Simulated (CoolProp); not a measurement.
Vapour-liquid equilibrium of ethylene (1) + isobutane (2) at 220 kPa; x and y are mole fractions of (1).

Model: multi-fluid Helmholtz-energy mixture model, Smukala 2000 and Bücker 2006; pair parameters Bell 2016, in CoolProp.

| x | bubble temperature, mixture model (°C) | bubble temperature, Raoult's law (°C) | y, mixture model | y, Raoult's law |
|---|---|---|---|---|
| 0.05 | -9.2 | -16.2 | 0.498 | 0.633 |
| 0.15 | -36.0 | -43.0 | 0.854 | 0.905 |
| 0.25 | -51.8 | -56.7 | 0.943 | 0.961 |
| 0.35 | -62.1 | -65.5 | 0.973 | 0.981 |
| 0.45 | -69.4 | -71.7 | 0.986 | 0.989 |
| 0.55 | -74.9 | -76.4 | 0.992 | 0.994 |
| 0.65 | -79.3 | -80.2 | 0.996 | 0.996 |
| 0.75 | -82.9 | -83.3 | 0.998 | 0.998 |
| 0.85 | -85.8 | -86.0 | 0.999 | 0.999 |
| 0.95 | -88.3 | -88.3 | 1.000 | 1.000 |

The largest gap from Raoult's law is +7.0 K in bubble temperature, at x = 0.15. No azeotrope shows between x = 0.05 and 0.95.

Pair parameters are fitted to limited data, so mixtures are less certain than the pure fluids.
